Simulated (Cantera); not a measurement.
A closed system holds: 1 mol SiO₂, 6.2 mol C, 19 mol N₂, equilibrated at 0.000230 bar.

Equilibrium computed with Cantera from the NASA thermochemical tables; the gas is ideal and each condensed phase is pure. Candidate condensed phases: C, Si, SiC, SiO₂, Si₂N₂O, Si₃N₄; 34 gas species. Equilibrium is a limit: real reactors are often held back by kinetics, nucleation or transport.

Task: Which condensed phases are stable at each of these points (T (K)): 1523, 1673, 1823, 1973, 2123, 2273, 2423?

Result: 
```tsv
T (K)	condensed phases	Si condensed (%)
1523	C(graphite) + SiC(s)	99.6
1673	C(graphite) + SiC(s)	99.2
1823	C(graphite) + SiC(s)	97.7
1973	C(graphite) + SiC(s)	82.6
2123	C(graphite)	0.0
2273	C(graphite)	0.0
2423	C(graphite)	0.0
```

From 1523 K to 1973 K the condensed part is C(graphite) + SiC(s). From 2123 K to 2423 K the condensed part is C(graphite).
